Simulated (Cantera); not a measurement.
An adiabatic, constant-pressure homogeneous reactor starts with CH4 : O2 : N2 : H2O = 1 : 1.82 : 6.84 : 0.25 (molar parts), equivalence ratio 1.1, at 1025 K and 10.0 bar. Integrator tolerance rtol = 1e-08.

Cantera simulation using GRI-Mech 3.0 (53 species, 325 reactions); the numbers are that mechanism's predictions, not measurements.

### Question
What does this change do: constant volume in place of constant pressure?

### Answer
| quantity | before | after |
|---|---|---|
| time of steepest temperature rise | 56.2 ms | 54.6 ms |
| temperature at 1.00 s | 2640 K | 2917 K |
| equilibrium temperature | 2640 K | 2917 K |
| x(CH4) at 1.00 s | <1e-12 (gas-phase equilibrium <1e-12) | <1e-12 (gas-phase equilibrium <1e-12) |
| x(O2) at 1.00 s | 0.00253 (gas-phase equilibrium 0.00253) | 0.00488 (gas-phase equilibrium 0.00488) |
| x(H2O) at 1.00 s | 0.203 (gas-phase equilibrium 0.203) | 0.195 (gas-phase equilibrium 0.195) |
| x(NO2) at 1.00 s | 7.92e-7 (gas-phase equilibrium 7.92e-7) | 3.06e-6 (gas-phase equilibrium 3.06e-6) |
| x(C2H4) at 1.00 s | <1e-12 (gas-phase equilibrium <1e-12) | <1e-12 (gas-phase equilibrium <1e-12) |
| x(CO2) at 1.00 s | 0.0669 (gas-phase equilibrium 0.0669) | 0.0593 (gas-phase equilibrium 0.0593) |

### Question
What does this change do: H2O 0.25 to 0.62 parts?

### Answer
```tsv
quantity	before	after
time of steepest temperature rise	56.2 ms	56.4 ms
temperature at 1.00 s	2640 K	2590 K
equilibrium temperature	2640 K	2590 K
x(CH4) at 1.00 s	<1e-12 (gas-phase equilibrium <1e-12)	<1e-12 (gas-phase equilibrium <1e-12)
x(O2) at 1.00 s	0.00253 (gas-phase equilibrium 0.00253)	0.00201 (gas-phase equilibrium 0.00201)
x(H2O) at 1.00 s	0.203 (gas-phase equilibrium 0.203)	0.231 (gas-phase equilibrium 0.231)
x(NO2) at 1.00 s	7.92e-7 (gas-phase equilibrium 7.92e-7)	5.97e-7 (gas-phase equilibrium 5.97e-7)
x(C2H4) at 1.00 s	<1e-12 (gas-phase equilibrium <1e-12)	<1e-12 (gas-phase equilibrium <1e-12)
x(CO2) at 1.00 s	0.0669 (gas-phase equilibrium 0.0669)	0.0671 (gas-phase equilibrium 0.0671)
```
